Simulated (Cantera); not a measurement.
**Thermodynamics of abatement and gas-phase synthesis, feed PH3 + H2O + O2**

A closed system holds: 1 mol PH3, 0.63 mol H2O, 3.9 mol O2, equilibrated at 3025 °C.

Equilibrium computed with Cantera from the NASA thermochemical tables; the gas is ideal and each condensed phase is pure. Candidate condensed phases: H2O, P, P4O10; 17 gas species. The ideal-gas law is rough above about 30 bar. Gases not in the tables: HPO2, HPO3 and P4O6. Kinetics and transport are ignored.

| P (Pa) | x O | x O2 | x H2O | x H | x PO2 | x OH | x PO | x P | x H2 |
|---|---|---|---|---|---|---|---|---|---|
| 10 | 0.610 | 0.000452 | 1.43e-7 | 0.315 | 1.72e-5 | 0.000245 | 0.0132 | 0.0608 | 7.52e-5 |
| 65 | 0.594 | 0.00279 | 6.23e-6 | 0.324 | 0.000364 | 0.00160 | 0.0442 | 0.0321 | 0.000517 |
| 420 | 0.563 | 0.0161 | 0.000251 | 0.327 | 0.00348 | 0.00986 | 0.0691 | 0.00820 | 0.00340 |
| 2700 | 0.468 | 0.0719 | 0.00703 | 0.295 | 0.0192 | 0.0476 | 0.0713 | 0.00158 | 0.0178 |
| 17000 | 0.295 | 0.179 | 0.0661 | 0.181 | 0.0622 | 0.116 | 0.0582 | 0.000326 | 0.0423 |
| 110000 | 0.144 | 0.276 | 0.186 | 0.0673 | 0.118 | 0.136 | 0.0349 | 6.19e-5 | 0.0377 |
| 720000 | 0.0619 | 0.335 | 0.282 | 0.0193 | 0.156 | 0.110 | 0.0164 | 1.03e-5 | 0.0203 |
| 4700000 | 0.0253 | 0.367 | 0.336 | 0.00504 | 0.174 | 0.0766 | 0.00686 | 1.61e-6 | 0.00903 |
| 30000000 | 0.0103 | 0.383 | 0.364 | 0.00129 | 0.182 | 0.0507 | 0.00278 | 2.53e-7 | 0.00379 |
x: gas mole fraction; nothing condenses.

From 10.0 Pa to 3.00e7 Pa nothing is condensed.
